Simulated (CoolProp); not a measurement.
Values from CoolProp's reference Helmholtz-energy equation of state, de Vries 1995.

**Question.** Give the vapour pressure (MPa), liquid density (kg/m³), vapour density (kg/m³), enthalpy of vaporisation (kJ/kg) of saturated R124 at 284.2, 300 K.

**Answer.** 
```json
[
 {"T (K)": "284.2", "p (MPa)": "0.243", "liquid density (kg/m³)": "1400", "vapour density (kg/m³)": "15.2", "enthalpy of vaporisation (kJ/kg)": "154"},
 {"T (K)": "300", "p (MPa)": "0.405", "liquid density (kg/m³)": "1350", "vapour density (kg/m³)": "25.0", "enthalpy of vaporisation (kJ/kg)": "145"}
]
```
